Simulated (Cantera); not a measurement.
An adiabatic, constant-volume homogeneous reactor starts with H2 : O2 : N2 : H2O = 1 : 0.943 : 3.55 : 0.18 (molar parts), at 1573 K and 0.671 atm. Integrator tolerance rtol = 1e-08.

Model: the H2/O2 subset of GRI-Mech 3.0, which has no nitrogen chemistry, integrated in Cantera.

Task: What does this change do: pressure from 0.671 atm to 0.405 atm?

Result: 
```json
[
 {"quantity": "time of steepest temperature rise", "before": "17.0 µs", "after": "27.6 µs"},
 {"quantity": "temperature at 0.300 s", "before": "2703 K", "after": "2669 K"},
 {"quantity": "equilibrium temperature", "before": "2703 K", "after": "2669 K"},
 {"quantity": "x(H2) at 0.300 s", "before": "0.0100 (gas-phase equilibrium 0.0100)", "after": "0.0111 (gas-phase equilibrium 0.0111)"},
 {"quantity": "x(O2) at 0.300 s", "before": "0.0783 (gas-phase equilibrium 0.0783)", "after": "0.0781 (gas-phase equilibrium 0.0781)"},
 {"quantity": "x(H2O) at 0.300 s", "before": "0.197 (gas-phase equilibrium 0.197)", "after": "0.194 (gas-phase equilibrium 0.194)"},
 {"quantity": "x(OH) at 0.300 s", "before": "0.0280 (gas-phase equilibrium 0.0280)", "after": "0.0288 (gas-phase equilibrium 0.0288)"},
 {"quantity": "x(H) at 0.300 s", "before": "0.00556 (gas-phase equilibrium 0.00556)", "after": "0.00666 (gas-phase equilibrium 0.00666)"},
 {"quantity": "x(H2O2) at 0.300 s", "before": "6.06e-7 (gas-phase equilibrium 6.06e-7)", "after": "4.33e-7 (gas-phase equilibrium 4.33e-7)"}
]
```

Task: What does this change do: initial temperature 1573 to 1748 K?

Result: 
```csv
quantity,before,after
time of steepest temperature rise,17.0 µs,10.6 µs
temperature at 0.300 s,2703 K,2764 K
equilibrium temperature,2703 K,2764 K
x(H2) at 0.300 s,0.0100 (gas-phase equilibrium 0.0100),0.0129 (gas-phase equilibrium 0.0129)
x(O2) at 0.300 s,0.0783 (gas-phase equilibrium 0.0783),0.0771 (gas-phase equilibrium 0.0771)
x(H2O) at 0.300 s,0.197 (gas-phase equilibrium 0.197),0.189 (gas-phase equilibrium 0.189)
x(OH) at 0.300 s,0.0280 (gas-phase equilibrium 0.0280),0.0326 (gas-phase equilibrium 0.0326)
x(H) at 0.300 s,0.00556 (gas-phase equilibrium 0.00556),0.00819 (gas-phase equilibrium 0.00819)
x(H2O2) at 0.300 s,6.06e-7 (gas-phase equilibrium 6.06e-7),6.20e-7 (gas-phase equilibrium 6.20e-7)
```
